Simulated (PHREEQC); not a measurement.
PHREEQC input (ion-association model, wateq4f.dat):

```
SOLUTION_MASTER_SPECIES
  An  An-  0  An  62.0  # stands for a non-complexing anion
SOLUTION_SPECIES
  An- = An-
    -log_k 0
    -gamma 3.0 0
PHASES
  Fix_H+
    H+ = H+
    -log_k 0
SOLUTION 1
  temp 25
  units mmol/kgw
  pH 7 charge
  Cl 0.02
  Ca 0.01
  S(6) 0.00033
  Ag 0.00066
  Na 5
  An 5
END
SELECTED_OUTPUT 1
  -reset false
  -pH true
  -pe true
  -ionic_strength true
  -water true
  -totals Ag Ca Cl Na S S(-2) S(6)
  -molalities Hfo_wOH Hfo_wOH2+ Hfo_wO- Hfo_sOH Hfo_sOH2+ Hfo_sO- Hfo_sOAg Hfo_wOAg Hfo_wSO4- Hfo_wOHSO4-2
    Hfo_sOHCa+2 Hfo_wOCa+
  -saturation_indices Gypsum Portlandite Cerargyrite Ag2O Ag2SO4 Halite Mirabilite
USER_PUNCH 1
  -headings sigma psi
  10 PUNCH EDL("sigma", "Hfo"), EDL("psi", "Hfo")
PRINT
  -reset false
USE solution 1
SURFACE 1
  Hfo_wOH 0.000114607 600 0.051
  Hfo_sOH 2.86517e-06
EQUILIBRIUM_PHASES 1
  Fix_H+ -3 HAn 10
    -force_equality true
  O2(g) -0.68 10
END
# ... the last block is repeated for the other 16 points of pH, with NaOH or the acid as the point needs
```

Selected output (columns that matter, 17 of 17 rows; pH added in front):

```
pH	mu	Ag	Ca	Na	S	m_Hfo_wOH	si_Gypsum	si_Portlandite	si_Cerargyrite	si_Ag2O	si_Halite	si_Mirabilite	sigma	psi
3	0.006156	6.5999e-07	1e-05	0.005	6.581e-11	2.0543e-05	-10.923	-21.941	-1.2161	-19.04	-8.6549	-13.924	0.30096	0.21481
3.38	0.005519	6.5998e-07	1e-05	0.005	8.7072e-11	3.3964e-05	-10.771	-21.174	-1.2127	-18.277	-8.6514	-13.774	0.25595	0.2093
3.75	0.0052548	6.5992e-07	1e-05	0.005	1.546e-10	4.7069e-05	-10.508	-20.431	-1.2113	-17.536	-8.6499	-13.513	0.21066	0.20056
4.12	0.0051386	6.5978e-07	1e-05	0.005	3.3504e-10	5.8722e-05	-10.166	-19.69	-1.2107	-16.795	-8.6492	-13.172	0.16839	0.18963
4.5	0.0050852	6.5938e-07	1e-05	0.005	8.628e-10	6.8438e-05	-9.7526	-18.93	-1.2106	-16.035	-8.6489	-12.759	0.13035	0.17677
4.88	0.0050604	6.5836e-07	1e-05	0.005	2.5143e-09	7.5695e-05	-9.287	-18.169	-1.2112	-15.277	-8.6487	-12.293	0.098472	0.16252
5.25	0.0050483	6.5593e-07	1e-05	0.005	7.8596e-09	8.0597e-05	-8.7915	-17.429	-1.2127	-14.54	-8.6486	-11.798	0.073208	0.14742
5.62	0.0050416	6.5019e-07	9.9999e-06	0.005	2.6069e-08	8.3772e-05	-8.2705	-16.689	-1.2165	-13.807	-8.6486	-11.277	0.053156	0.13116
6	0.0050377	6.3654e-07	9.9998e-06	0.005	8.4228e-08	8.576e-05	-7.761	-15.929	-1.2257	-13.066	-8.6486	-10.767	0.037326	0.11333
6.38	0.0050353	6.063e-07	9.999e-06	0.005	1.9715e-07	8.6927e-05	-7.3916	-15.169	-1.2468	-12.348	-8.6485	-10.398	0.025529	0.094508
6.75	0.0050337	5.4798e-07	9.9956e-06	0.005	2.8679e-07	8.753e-05	-7.229	-14.429	-1.2906	-11.696	-8.6485	-10.235	0.017056	0.075295
7.12	0.0050325	4.5156e-07	9.9798e-06	0.005	3.1983e-07	8.7806e-05	-7.1823	-13.69	-1.3746	-11.124	-8.6484	-10.188	0.010804	0.055354
7.5	0.0050313	3.254e-07	9.9042e-06	0.005	3.2796e-07	8.7924e-05	-7.1747	-12.933	-1.5168	-10.649	-8.6483	-10.177	0.0060081	0.034456
7.88	0.005031	2.1398e-07	9.5967e-06	0.0050013	3.296e-07	8.794e-05	-7.1862	-12.187	-1.6988	-10.253	-8.6481	-10.174	0.0022383	0.01366
8.25	0.0050319	1.5538e-07	8.8089e-06	0.0050051	3.2991e-07	8.774e-05	-7.223	-11.484	-1.8378	-9.7908	-8.6478	-10.173	-0.00095636	-0.0058918
8.62	0.0050336	1.4315e-07	7.5104e-06	0.0050113	3.2998e-07	8.6941e-05	-7.2921	-10.813	-1.8735	-9.1222	-8.6472	-10.172	-0.0041784	-0.024817
9	0.0050383	1.3912e-07	5.3006e-06	0.0050232	3.3e-07	8.4706e-05	-7.4435	-10.205	-1.8862	-8.3875	-8.6462	-10.17	-0.0079225	-0.043498
```

Complexes and solids missing from the database can't appear. The oxide is taken as insoluble; below pH 4 it would dissolve.
